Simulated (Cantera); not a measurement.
What does this Cantera script print?

```python
import numpy as np
import cantera as ct

gas = ct.Solution("h2o2.yaml")
gas.TPX = 350, 110000, {'H2': 1, 'O2': 0.633, 'N2': 2.38}
flame = ct.FreeFlame(gas, width=0.037)
flame.set_refine_criteria(ratio=3, slope=0.08, curve=0.16)
flame.transport_model = "mixture-averaged"
flame.solve(loglevel=0, auto=True)
z, T = flame.grid, flame.T
thick = (T[-1] - T[0]) / np.gradient(T, z).max()
show = ['H2', 'O2', 'H2O', 'HO2', 'OH', 'O']
print(f"laminar burning velocity  {flame.velocity[0] * 100:.3f} cm/s")
print(f"burnt temperature         {T[-1]:.1f} K")
print(f"thermal thickness         {thick * 1e3:.4f} mm")
print(f"grid points               {len(z)}")
z0 = z[flame.heat_release_rate.argmax()]
print(f"{'z/mm':>9s}{'T/K':>9s}{'u/(m/s)':>9s}" + "".join(f"{s:>11s}" for s in show))
rows = []
for k in (-3, -2, -1.5, -1, -0.5, -0.25, 0, 0.25, 0.5, 1, 2, 4, 8):
    zz = z0 + k * thick
    rows.append([k * thick, np.interp(zz, z, T), np.interp(zz, z, flame.velocity),
                 *(np.interp(zz, z, flame.X[gas.species_index(s)]) for s in show)])
    print(f"{rows[-1][0] * 1e3:9.3f}{rows[-1][1]:9.1f}{rows[-1][2]:9.3f}" + "".join(f"{x:11.3e}" for x in rows[-1][3:]))
```

Output:

```
laminar burning velocity  211.170 cm/s
burnt temperature         2175.9 K
thermal thickness         0.3165 mm
grid points               111
     z/mm      T/K  u/(m/s)         H2         O2        H2O        HO2         OH          O
   -0.949    350.0    2.112  2.492e-01  1.577e-01  3.600e-10  1.353e-11  8.697e-15  2.645e-12
   -0.633    350.0    2.112  2.491e-01  1.577e-01  1.302e-08  5.504e-10  2.476e-13  6.962e-11
   -0.475    350.0    2.111  2.489e-01  1.578e-01  3.493e-07  1.774e-08  1.330e-11  1.185e-09
   -0.316    350.6    2.111  2.474e-01  1.581e-01  7.363e-06  4.425e-07  2.011e-09  1.643e-08
   -0.158    380.7    2.248  2.309e-01  1.610e-01  1.227e-03  1.029e-04  7.880e-06  1.482e-06
   -0.079    648.4    3.692  1.867e-01  1.569e-01  2.537e-02  3.894e-04  7.979e-04  1.294e-04
    0.000   1087.6    6.019  1.166e-01  1.278e-01  9.578e-02  1.497e-04  1.957e-03  2.316e-03
    0.079   1405.3    7.705  5.485e-02  8.294e-02  1.754e-01  7.526e-05  5.976e-03  7.261e-03
    0.158   1581.9    8.639  2.915e-02  5.911e-02  2.141e-01  4.557e-05  9.656e-03  9.526e-03
    0.316   1755.7    9.522  1.972e-02  4.862e-02  2.338e-01  2.848e-05  1.240e-02  8.736e-03
    0.633   1908.4   10.263  1.511e-02  4.461e-02  2.465e-01  1.788e-05  1.292e-02  6.130e-03
    1.266   2028.8   10.828  9.898e-03  4.189e-02  2.583e-01  1.027e-05  1.163e-02  3.646e-03
    2.532   2109.7   11.197  5.404e-03  4.038e-02  2.674e-01  5.618e-06  9.172e-03  1.869e-03
```

Cantera simulation using the H2/O2 subset of GRI-Mech 3.0, which has no nitrogen chemistry; the numbers are that mechanism's predictions, not measurements. Burning velocities carry a grid error of a few per cent, more on coarse grids.
